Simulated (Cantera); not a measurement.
An isothermal, constant-pressure homogeneous reactor starts with CH₄ : N₂ = 1 : 77 (molar parts), at 1950 K and 0.0190 bar. Integrator tolerance rtol = 1e-08.

Cantera simulation using GRI-Mech 3.0 (53 species, 325 reactions); the numbers are that mechanism's predictions, not measurements. GRI-Mech 3.0 stops at C3 and has no aromatics, soot or wall deposition, so with more carbon than oxygen in the feed, carbon stays in small species such as C2H2 where larger ones or solid carbon would form. Radical loss at walls, strong at low pressure, is not modelled.

Problem. What does this change do: pressure from 0.0190 bar to 0.00330 bar?

Solution. 
| quantity | before | after |
|---|---|---|
| x(CH₄) at 5.00 s | 4.63e-8 (gas-phase equilibrium 1.79e-8) | 3.57e-6 (gas-phase equilibrium 2.90e-9) |
| x(H) at 5.00 s | 0.000844 (gas-phase equilibrium 0.00114) | 0.000530 (gas-phase equilibrium 0.00267) |
| x(C₂H₂) at 5.00 s | 0.00625 (gas-phase equilibrium 0.000330) | 0.00625 (gas-phase equilibrium 0.000329) |
| x(HCN) at 5.00 s | 0.000154 (gas-phase equilibrium 0.0120) | 0.000150 (gas-phase equilibrium 0.0119) |
| x(CH₃) at 5.00 s | 4.18e-8 (gas-phase equilibrium 2.19e-8) | 2.01e-6 (gas-phase equilibrium 8.71e-9) |

Problem. What does this change do: temperature 1950 to 1225 K?

Solution. 
```json
[
 {"quantity": "x(CH₄) at 5.00 s", "before": "4.63e-8 (gas-phase equilibrium 1.79e-8)", "after": "0.0128 (gas-phase equilibrium 4.75e-5)"},
 {"quantity": "x(H) at 5.00 s", "before": "0.000844 (gas-phase equilibrium 0.00114)", "after": "5.66e-11 (gas-phase equilibrium 3.13e-7)"},
 {"quantity": "x(C₂H₂) at 5.00 s", "before": "0.00625 (gas-phase equilibrium 0.000330)", "after": "1.60e-10 (gas-phase equilibrium 0.000893)"},
 {"quantity": "x(HCN) at 5.00 s", "before": "0.000154 (gas-phase equilibrium 0.0120)", "after": "<1e-12 (gas-phase equilibrium 0.0108)"},
 {"quantity": "x(CH₃) at 5.00 s", "before": "4.18e-8 (gas-phase equilibrium 2.19e-8)", "after": "6.23e-7 (gas-phase equilibrium 1.51e-8)"}
]
```
